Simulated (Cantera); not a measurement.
An adiabatic, constant-pressure homogeneous reactor starts with CH4 : CO : O2 : N2 = 1 : 0.13 : 2.29 : 12.2 (molar parts), at 1100 K and 9.87 atm. Integrator tolerance rtol = 1e-08.

Detailed kinetics in Cantera: GRI-Mech 3.0 (53 species, 325 reactions).

Q: What does this change do: 0.64 parts H2O added?

A: 
```json
[
 {"quantity": "time of steepest temperature rise", "before": "28.5 ms", "after": "28.5 ms"},
 {"quantity": "temperature at 0.200 s", "before": "2417 K", "after": "2363 K"},
 {"quantity": "equilibrium temperature", "before": "2417 K", "after": "2363 K"},
 {"quantity": "x(CH4) at 0.200 s", "before": "<1e-12 (gas-phase equilibrium <1e-12)", "after": "<1e-12 (gas-phase equilibrium <1e-12)"},
 {"quantity": "x(CO) at 0.200 s", "before": "0.00432 (gas-phase equilibrium 0.00432)", "after": "0.00317 (gas-phase equilibrium 0.00317)"},
 {"quantity": "x(O2) at 0.200 s", "before": "0.0137 (gas-phase equilibrium 0.0137)", "after": "0.0130 (gas-phase equilibrium 0.0130)"},
 {"quantity": "x(H) at 0.200 s", "before": "0.000200 (gas-phase equilibrium 0.000200)", "after": "0.000154 (gas-phase equilibrium 0.000154)"},
 {"quantity": "x(HCO) at 0.200 s", "before": "1.39e-9 (gas-phase equilibrium 1.39e-9)", "after": "8.54e-10 (gas-phase equilibrium 8.54e-10)"}
]
```

Q: What does this change do: CH4 1 to 2.1 parts?

A: 
```json
[
 {"quantity": "time of steepest temperature rise", "before": "28.5 ms", "after": "39.3 ms"},
 {"quantity": "temperature at 0.200 s", "before": "2417 K", "after": "2088 K"},
 {"quantity": "equilibrium temperature", "before": "2417 K", "after": "2088 K"},
 {"quantity": "x(CH4) at 0.200 s", "before": "<1e-12 (gas-phase equilibrium <1e-12)", "after": "3.14e-9 (gas-phase equilibrium 3.51e-9)"},
 {"quantity": "x(CO) at 0.200 s", "before": "0.00432 (gas-phase equilibrium 0.00432)", "after": "0.0993 (gas-phase equilibrium 0.0993)"},
 {"quantity": "x(O2) at 0.200 s", "before": "0.0137 (gas-phase equilibrium 0.0137)", "after": "3.04e-8 (gas-phase equilibrium 3.04e-8)"},
 {"quantity": "x(H) at 0.200 s", "before": "0.000200 (gas-phase equilibrium 0.000200)", "after": "0.000309 (gas-phase equilibrium 0.000309)"},
 {"quantity": "x(HCO) at 0.200 s", "before": "1.39e-9 (gas-phase equilibrium 1.39e-9)", "after": "9.01e-8 (gas-phase equilibrium 9.01e-8)"}
]
```
